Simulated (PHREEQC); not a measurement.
A solution holds 0.044 mol/kgw NH3 and 0.068 mol/kgw K3PO4, at 25 °C. Closed to the air; pH follows from the charge balance.

Computed with PHREEQC (ion-association model, wateq4f.dat).

Problem. The ionic strength comes out as 0.370 mol/kgw. What activity coefficients do NH4+, K+, PO4-3, KHPO4-, OH- get?

Solution. NH4+ 0.73, K+ 0.67, PO4-3 0.040, KHPO4- 0.71, OH- 0.66.

This is a speciation only: nothing precipitates in the calculation. H3PO4, which wateq4f.dat lacks, is added to it with the constant of phreeqc.dat.
